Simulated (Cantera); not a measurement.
Mixture: C₃H₈ : O₂ : N₂ = 1 : 3.33 : 12.7 (molar parts), equivalence ratio 1.5, at 6380 Torr, adiabatic and at constant pressure. Ignition delay is the time to a rise of 400 K.

Model: GRI-Mech 3.0 (53 species, 325 reactions), integrated in Cantera. GRI-Mech 3.0 was tuned for natural gas; its chemistry of propane as a main component is partial and can be far from experiment.

Q: At T0 = 1325 K, what is the delay, and which 7 reactions control it most (d ln τ / d ln k, from doubling and halving each rate constant)?

A: The delay is 0.230 ms.
```tsv
reaction	d ln τ / d ln k	faster rate
C2H5 + CH3 (+M) <=> C3H8 (+M)	-0.56	shortens it
2 CH3 (+M) <=> C2H6 (+M)	0.31	lengthens it
CH3 + HO2 <=> CH3O + OH	-0.29	shortens it
C3H8 + H <=> C3H7 + H2	0.25	lengthens it
C3H8 + OH <=> C3H7 + H2O	0.22	lengthens it
CH3O + O2 <=> CH2O + HO2	-0.20	shortens it
CH2O + H (+M) <=> CH3O (+M)	0.19	lengthens it
```
